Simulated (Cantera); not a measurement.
Input: 1 mol TEOS, 0.43 mol H2O, 10 mol H2, equilibrated at 850 K and 12000 Pa.

Cantera equilibrium calculation (NASA polynomials, part measured and part estimated; ideal gas, pure solids and liquids). Candidate condensed phases: C, C6H6, C7H8, C8H18, H2O, Si, SiC, SiO2; 123 gas species. The feed counts by its element totals alone. Kinetics and transport are ignored.

Base state: H2 0.839, CO 0.0583, CH4 0.0526, H2O 0.0414, CO2 0.00878 (mole fractions); condensed: C(graphite) + SiO2(β-quartz).

Problem. What changes in the equilibrium state with this change: temperature from 850 K to 1525 K?

Solution. 
| species | before | after |
|---|---|---|
| H2 | 0.839 | 0.822 |
| CO | 0.0583 | 0.178 |
| SiO | <1e-9 | 0.000386 |
| CH4 | 0.0526 | 0.000185 |
| H2O | 0.0414 | 2.52e-5 |
| H | <1e-9 | 6.19e-5 |
| CO2 | 0.00878 | 2.03e-6 |
| C(graphite), mol | 5.52 | 2.58 |
| SiO2(β-quartz), mol | 1.00 | 0 |
| SiC(s), mol | 0 | 0.990 |
